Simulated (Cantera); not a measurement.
Input: 1 mol Cu2O, 0.31 mol CH4, 16 mol H2, at 800 °C and 0.100 bar.

These are equilibrium values from Cantera (NASA tables, ideal gas, pure condensed phases), not measurements of a reactor. Candidate condensed phases: C, C6H6, C7H8, C8H18, Cu, CuO, Cu(OH)2, Cu2O, H2O; 113 gas species. The numbers say what is thermodynamically allowed, not how fast it happens.

Base state: H2 0.942, H2O 0.0400, CO 0.0175, CO2 0.000804, CH4 2.17e-5 (mole fractions); condensed: Cu(s).

### Question
What changes in the equilibrium state with this change: temperature from 800 °C to 1575 °C?

### Answer
```tsv
species	before	after
H2	0.942	0.931
H2O	0.0400	0.0401
CO	0.0175	0.0179
Cu	2.40e-9	0.00929
H	4.31e-8	0.00162
Cu2	<1e-9	2.18e-5
CH4	2.17e-5	<1e-9
CO2	0.000804	0.000193
Cu(s), mol	2.00	0
Cu(l), mol	0	1.84
```
